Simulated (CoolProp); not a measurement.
The numbers come from the reference Helmholtz-energy equation of state, Schmidt 1985 in CoolProp.

Problem. Give the vapour pressure (MPa), liquid density (kg/m³), enthalpy of vaporisation (kJ/kg), liquid viscosity (µPa s) of saturated oxygen at -145.35 °C.

Solution. 
```tsv
T (°C)	p (MPa)	liquid density (kg/m³)	enthalpy of vaporisation (kJ/kg)	liquid viscosity (µPa s)
-145.35	1.56	919	158	81.7
```

Viscosity comes from a separate model (Lemmon 2004).
